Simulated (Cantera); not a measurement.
Charge: 1 mol CH₄, 0.83 mol NH₃, 26 mol N₂, at 1.88 Torr.

Cantera equilibrium calculation (NASA polynomials, part measured and part estimated; ideal gas, pure solids and liquids). Candidate condensed phases: C, C₆H₆, C₇H₈, C₈H₁₈; 92 gas species. Kinetics and transport are ignored.

Problem. At 1348 K, list the 4 most abundant gas species with their mole fractions, and the condensed phases.

Solution. N₂ 0.891, H₂ 0.109, HCN 9.99e-5, H 1.53e-5. Condensed: C(graphite).
